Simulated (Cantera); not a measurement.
A perfectly stirred reactor is fed with 16.9 % N2O, 83.1 % N2, at 0.0310 bar; it is held at 1525 K, and followed from long to short residence time.

Model: GRI-Mech 3.0 (53 species, 325 reactions), integrated in Cantera. GRI-Mech 3.0 was tuned for natural gas; its chemistry of N2O as a main component is partial and can be far from experiment. Radical loss at walls, strong at low pressure, is not modelled. The temperature is held fixed by assumption; the heat of reaction is taken as removed at once.

x: mole fraction; the columns are a selection and need not sum to one.

```json
[
 {"τ (s)": "0.39", "x N2O": "0.0847", "x O2": "0.0289", "x O": "9.00e-5", "x NO2": "…", "x NO": "0.0203"},
 {"τ (s)": "0.20", "x N2O": "0.112", "x O2": "0.0196", "x O": "9.02e-5", "x NO2": "…", "x NO": "0.0138"},
 {"τ (s)": "0.099", "x N2O": "0.135", "x O2": "0.0117", "x O": "9.01e-5", "x NO2": "…", "x NO": "0.00823"},
 {"τ (s)": "0.050", "x N2O": "0.150", "x O2": "0.00653", "x O": "8.98e-5", "x NO2": "…", "x NO": "0.00460"},
 {"τ (s)": "0.025", "x N2O": "0.159", "x O2": "0.00343", "x O": "8.91e-5", "x NO2": "…", "x NO": "0.00242"},
 {"τ (s)": "0.013", "x N2O": "0.164", "x O2": "0.00181", "x O": "8.77e-5", "x NO2": "…", "x NO": "0.00128"},
 {"τ (s)": "0.0065", "x N2O": "0.167", "x O2": "0.000889", "x O": "8.48e-5", "x NO2": "…", "x NO": "0.000628"},
 {"τ (s)": "0.0033", "x N2O": "0.168", "x O2": "0.000428", "x O": "7.98e-5", "x NO2": "…", "x NO": "0.000302"},
 {"τ (s)": "0.0017", "x N2O": "0.169", "x O2": "0.000199", "x O": "7.17e-5", "x NO2": "…", "x NO": "0.000140"}
]
```

Task: Fill in the missing entries.

Result: 
- 0.39, x NO2: 4.17e-6
- 0.20, x NO2: 2.69e-6
- 0.099, x NO2: 1.49e-6
- 0.050, x NO2: 7.49e-7
- 0.025, x NO2: 3.32e-7
- 0.013, x NO2: 1.36e-7
- 0.0065, x NO2: 4.49e-8
- 0.0033, x NO2: 1.28e-8
- 0.0017, x NO2: 3.12e-9
